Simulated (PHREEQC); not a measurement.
A solution holds 110 mmol/kgw ZnSO4, 20 mmol/kgw H3AsO4 and 0.1 mmol/kgw Na2SO4, at 20 °C. Closed to the air; pH follows from the charge balance.

Equilibrium calculation in PHREEQC: ion-association model, wateq4f.dat.

```tsv
quantity	before	after
pH	2.32	2.56
ionic strength (mol/kgw)	0.226	0.216
Zn+2 (mol/kgw)	0.0564	0.0554
ZnSO4 (mol/kgw)	0.0409	0.0448
SO4-2 (mol/kgw)	0.0377	0.0360
Zn(SO4)2-2 (mol/kgw)	0.0127	0.00986
SI of Goslarite (ZnSO4:7H2O)	-1.73	-2.15
SI of Zincite(c) (ZnO)	-8.52	-5.91
```

Task: Name the change that produced these shifts.
A. ZnSO4 from 0.11 to 0.22 mol/kgw
B. temperature from 20 to 30 °C
C. diluted 2-fold with water
D. temperature from 20 to 65 °C
E. Na2SO4 replaced by CaSO4 at the same molality

Result: D, temperature from 20 to 65 °C

No solid was allowed to form. Away from 25 °C the constants follow the database's enthalpies or fits; those with neither stay at their 25 °C values. The database has no arsenate complexes of Zn.
